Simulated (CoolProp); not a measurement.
Methane along the isobar 0.92 MPa: density (kg/m³) from the reference equation and from simpler models built on Tc = 190.6 K, pc = 4.599 MPa, ω = 0.011; each cubic takes its own stable root.

Values from CoolProp's reference Helmholtz-energy equation of state, Setzmann 1991.

```json
[
 {"T (K)": "121.7", "phase": "liquid", "reference": "408.1"},
 {"T (K)": "127.9", "phase": "liquid", "reference": "398.3"},
 {"T (K)": "134", "phase": "liquid", "reference": "388.0"},
 {"T (K)": "140.2", "phase": "liquid", "reference": "377.0"},
 {"T (K)": "146.3", "phase": "liquid", "reference": "365.3"},
 {"T (K)": "152.5", "phase": "gas", "reference": "13.64"},
 {"T (K)": "158.6", "phase": "gas", "reference": "12.83"},
 {"T (K)": "164.7", "phase": "gas", "reference": "12.14"},
 {"T (K)": "170.9", "phase": "gas", "reference": "11.54"},
 {"T (K)": "177", "phase": "gas", "reference": "11.01"},
 {"T (K)": "183.2", "phase": "gas", "reference": "10.53"},
 {"T (K)": "189.3", "phase": "gas", "reference": "10.10"},
 {"T (K)": "195.5", "phase": "gas", "reference": "9.708"}
]
```

Question: How far does each simpler model (van der Waals, Redlich-Kwong, Soave-Redlich-Kwong, Peng-Robinson) lie from the reference over these 13 states: mean and median of the absolute difference, and the worst?

Answer: 
- van der Waals: mean 28.2 %, median 3.0 %, worst -96.2 % at 146.3 K and 0.92 MPa
- Redlich-Kwong: mean 0.5 %, median 0.1 %, worst -2.7 % at 146.3 K and 0.92 MPa
- Soave-Redlich-Kwong: mean 0.9 %, median 0.2 %, worst -3.6 % at 146.3 K and 0.92 MPa
- Peng-Robinson: mean 4.7 %, median 1.0 %, worst +12.1 % at 121.7 K and 0.92 MPa

At some of these states van der Waals gives the other phase, because its saturation line lies elsewhere.
